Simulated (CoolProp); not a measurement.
Saturation properties of n-undecane (Tc = 638.8 K, pc = 1.990 MPa, ω = 0.539).

Values from CoolProp's reference Helmholtz-energy equation of state, Aleksandrov 2011. It is a short technical equation, of lower accuracy than the large ones.

```csv
T (K),p (MPa),vapour density (kg/m³),enthalpy of vaporisation (kJ/kg),liquid cp (kJ/(kg K)),surface tension (mN/m)
321.6,0.0002947,?,347.6,2.294,22.1
336.1,0.0007022,0.03936,339.6,2.347,20.7
350.7,0.001538,0.08276,331.6,2.401,19.4
365.2,0.003101,0.1606,323.8,2.457,?
379.8,0.005870,0.2934,315.9,?,16.9
394.3,0.01043,0.5047,308.0,2.573,15.7
408.9,0.01768,0.8301,300.0,2.632,?
423.4,0.02854,1.305,292.0,2.692,13.2
438,0.04440,1.984,?,2.752,12.1
```

### Question
Some entries are withheld; supply them.

### Answer

- 321.6, vapour density (kg/m³): 0.01725
- 365.2, surface tension (mN/m): 18.2
- 379.8, liquid cp (kJ/(kg K)): 2.515
- 408.9, surface tension (mN/m): 14.4
- 438, enthalpy of vaporisation (kJ/kg): 283.6

It boils at 468.9 K under 1 atm.

Surface tension comes from a separate correlation (Mulero 2014).
